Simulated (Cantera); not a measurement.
Mixture: CH4 : O2 : N2 = 1 : 3.28 : 12.3 (molar parts), equivalence ratio 0.61, at 240 Torr, adiabatic and at constant pressure. Ignition delay is the time to a rise of 400 K.

Cantera simulation using GRI-Mech 3.0 (53 species, 325 reactions); the numbers are that mechanism's predictions, not measurements.

Q: What does this change do: pressure from 240 Torr to 1200 Torr?

A: 
```tsv
quantity	before	after
delay at 1175 K	0.127 s	33.3 ms
delay at 1225 K	60.0 ms	16.6 ms
delay at 1275 K	29.8 ms	8.55 ms
delay at 1325 K	15.5 ms	4.57 ms
delay at 1375 K	8.59 ms	2.53 ms
delay at 1425 K	5.02 ms	1.46 ms
apparent activation energy between 1325 and 1425 K	180 kJ/mol	180 kJ/mol
```
